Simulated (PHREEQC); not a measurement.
A solution holds 0.0082 mol/kgw Cu(NO3)2, 3.6e-05 mol/kgw H2SO4 and 0.0074 mol/kgw NaCl, at 25 °C. Closed to the air; pH follows from the charge balance.

All values are PHREEQC results (ion-association model, phreeqc.dat), not measurements.

The pH is 4.19. The ionic strength is 0.0319 mol/kgw and the specific conductance is 2600 µS/cm. The total alkalinity is -0.0720 meq/kg.

| species | molality | activity | log γ |
|---|---|---|---|
| NO3- | 0.0164 | 0.0137 | -0.077 |
| Cu+2 | 0.00810 | 0.00436 | -0.269 |
| Na+ | 0.00740 | 0.00628 | -0.071 |
| Cl- | 0.00731 | 0.00616 | -0.075 |
| CuCl+ | 8.56e-5 | 7.22e-5 | -0.074 |
| H+ | 7.35e-5 | 6.41e-5 | -0.060 |
| SO4-2 | 2.43e-5 | 1.26e-5 | -0.283 |
| CuSO4 | 1.12e-5 | 1.13e-5 | 0.003 |
| CuOH+ | 8.05e-7 | 6.79e-7 | -0.074 |
| NaSO4- | 4.67e-7 | 3.98e-7 | -0.069 |
| Cu2(OH)2+2 | 3.93e-7 | 2.02e-7 | -0.290 |
| CuCl2 | 2.37e-7 | 2.39e-7 | 0.003 |
| HSO4- | 9.32e-8 | 7.88e-8 | -0.072 |

Precipitation was switched off in this run.
